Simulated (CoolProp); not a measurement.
200 sccm (0 °C, 1 atm) of nitrogen bubbles through liquid n-undecane at 346.8 K and leaves saturated at a total pressure of 0.0369 MPa (ideal gas phase). Each further row changes one setting.

Model: reference Helmholtz-energy equation of state, Aleksandrov 2011, in CoolProp. It is a short technical equation, of lower accuracy than the large ones.

```json
[
 {"case": "as stated", "vapour pressure (kPa)": "1.26", "mole fraction of vapour": "0.0341", "delivery (mg/min)": "49.2", "delivery (sccm)": "(withheld)", "change of delivery for a bath 1 K warmer (%)": "5.6"},
 {"case": "bath temperature 351.8 K", "vapour pressure (kPa)": "1.63", "mole fraction of vapour": "(withheld)", "delivery (mg/min)": "64.3", "delivery (sccm)": "9.22", "change of delivery for a bath 1 K warmer (%)": "5.4"},
 {"case": "total pressure 0.0738 MPa", "vapour pressure (kPa)": "1.26", "mole fraction of vapour": "0.0170", "delivery (mg/min)": "(withheld)", "delivery (sccm)": "3.47", "change of delivery for a bath 1 K warmer (%)": "(withheld)"}
]
```

**Question.** Fill in the missing entries.

**Answer.** 
- as stated, delivery (sccm): 7.06
- bath temperature 351.8 K, mole fraction of vapour: 0.0441
- total pressure 0.0738 MPa, delivery (mg/min): 24.2
- total pressure 0.0738 MPa, change of delivery for a bath 1 K warmer (%): 5.5
